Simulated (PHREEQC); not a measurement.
# Polishing slurry liquid

Solution (25 °C): 0.066 mol K2CO3, 0.24 mol K2SO4 and 1.4e-05 mol CO2 per kg of water. Closed to the air; pH follows from the charge balance.

Model: Pitzer model, pitzer.dat, run in PHREEQC.

Precipitation was switched off in this run.

### Question
What pH, activity of water does the model give?

### Answer
pH 11.21; activity of water 0.988.

### Question
In which forms is C present?

### Answer
CO3-2 96 %, HCO3- 3.6 % of the C.
